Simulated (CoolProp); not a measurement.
A single-stage vapour-compression cycle with R115: evaporating at 226.15 K (dew point), condensing at 257.15 K (bubble point), superheat 2 K, subcooling 5 K, compressor efficiency 0.65, no pressure losses. Each further row changes one setting.

The numbers come from the reference Helmholtz-energy equation of state, Lemmon 2016 in CoolProp.

```csv
case,cooling COP,pressure ratio,discharge temperature (K),refrigerating effect (kJ/kg),volumetric capacity (kJ/m³)
as stated,4.27,3.64,269.4,105,623
evaporating temperature 231.15 K,5.33,2.88,267.3,108,797
condensing temperature 252.15 K,5.23,3.03,263.4,110,651
subcooling 10 K,4.47,3.64,269.4,110,651
superheat 12 K,4.32,3.64,280.1,111,630
compressor efficiency 0.55,3.61,3.64,275.7,105,623
```
